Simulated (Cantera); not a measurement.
Feed: 1 mol SiCl₄, 1.8 mol HCl, 160 mol H₂, at 2525 K and 0.00133 bar.

Equilibrium computed with Cantera from the NASA thermochemical tables; the gas is ideal and each condensed phase is pure. Candidate condensed phases: Si; 19 gas species. The tables' values for SiCl are old estimates; treat these amounts as uncertain. Equilibrium is a limit: real reactors are often held back by kinetics, nucleation or transport.

Base state: H 0.517, H₂ 0.453, HCl 0.0143, Cl 0.0115, Si 0.00442, SiH 2.77e-5, SiCl 1.37e-5 (mole fractions); condensed: gas only.

Task: What changes in the equilibrium state with this change: pressure from 0.00133 bar to 0.0660 bar?

Result: 
```csv
species,before,after
H₂,0.453,0.860
H,0.517,0.101
HCl,0.0143,0.0305
Cl,0.0115,0.00253
Si,0.00442,0.00511
SiCl₂,6.77e-7,9.22e-5
SiH₂,5.23e-7,5.67e-5
SiCl,1.37e-5,0.000172
SiH,2.77e-5,0.000310
```
Gases not in the tables: Si₂H₆ and higher silanes.
